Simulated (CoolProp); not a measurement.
Vapour-liquid equilibrium of propane (1) + benzene (2) at 43.15 °C; x and y are mole fractions of (1).

Computed with CoolProp (multi-fluid Helmholtz-energy mixture model, Lemmon 2009 and Thol 2012; pair parameters Bell 2016).

| x | bubble pressure (MPa) | y at the bubble point | dew pressure at overall composition x (MPa) | liquid density (mol/L) |
|---|---|---|---|---|
| 0.05 | 0.1528 | 0.819 | 0.02917 | 10.97 |
| 0.125 | 0.3108 | 0.912 | 0.03168 | 11.03 |
| 0.2 | 0.4418 | 0.939 | 0.03466 | 11.08 |
| 0.275 | 0.5534 | 0.953 | 0.03825 | 11.12 |
| 0.35 | 0.6514 | 0.961 | 0.04267 | 11.15 |
| 0.425 | 0.7405 | 0.967 | 0.04824 | 11.18 |
| 0.5 | 0.8244 | 0.972 | 0.05547 | 11.19 |
| 0.575 | 0.9061 | 0.976 | 0.06525 | 11.18 |
| 0.65 | 0.9883 | 0.980 | 0.07921 | 11.15 |
| 0.725 | 1.074 | 0.983 | 0.1008 | 11.10 |
| 0.8 | 1.165 | 0.987 | 0.1383 | 11.01 |
| 0.875 | 1.266 | 0.991 | 0.2203 | 10.87 |
| 0.95 | 1.382 | 0.996 | 0.5274 | 10.67 |

No azeotrope shows between x = 0.05 and 0.95.

The pair parameters rest on a limited set of measurements; away from them the model extrapolates. The gap from Raoult's law changes sign with composition, which may be real or a fault of the pair parameters; it wasn't checked against measurements. With so large a gap from Raoult's law the liquid may split in two, which this calculation doesn't test in full.
